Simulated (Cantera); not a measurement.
# Hydrocarbon pyrolysis for carbon deposition

An isothermal, constant-pressure homogeneous reactor starts with 9.80 % C2H4, 90.2 % H2, at 1875 K and 100.0 Torr.

Computed with Cantera and GRI-Mech 3.0 (53 species, 325 reactions). GRI-Mech 3.0 was tuned for natural gas; its chemistry of ethylene as a main component is partial and can be far from experiment. GRI-Mech 3.0 stops at C3 and has no aromatics, soot or wall deposition, so with more carbon than oxygen in the feed, carbon stays in small species such as C2H2 where larger ones or solid carbon would form.

```
t (s)       x C2H4   x H2    x C2H  x C2H2    x CH3
--------  --------  -----  -------  ------  -------
0.000400    0.0676  0.905  5.04e-8  0.0276  2.23e-7
0.00110     0.0292  0.908  1.70e-7  0.0626  3.32e-7
0.00301    0.00192  0.910  4.34e-7  0.0875  6.34e-7
0.00826   0.000161  0.910  1.29e-6  0.0891  1.94e-6
0.0227    0.000152  0.909  1.96e-6  0.0890  3.96e-6
0.0622    0.000152  0.909  2.01e-6  0.0890  7.43e-6
0.171     0.000152  0.909  2.00e-6  0.0889  1.62e-5
0.469     0.000152  0.909  2.00e-6  0.0887  3.31e-5
1.29      0.000151  0.908  1.99e-6  0.0886  4.36e-5
3.53      0.000151  0.908  1.99e-6  0.0886  4.41e-5
9.68      0.000151  0.908  1.99e-6  0.0886  4.41e-5
26.6      0.000151  0.908  1.99e-6  0.0886  4.41e-5
72.9      0.000151  0.908  1.99e-6  0.0886  4.41e-5
200       0.000151  0.908  1.99e-6  0.0886  4.41e-5
```
x: mole fraction; the columns are a selection and need not sum to one.

Equilibrium at this temperature and pressure: C2H4 0.000151, H2 0.908, C2H 1.99e-6, C2H2 0.0886, CH3 4.41e-5 (gas phase only).
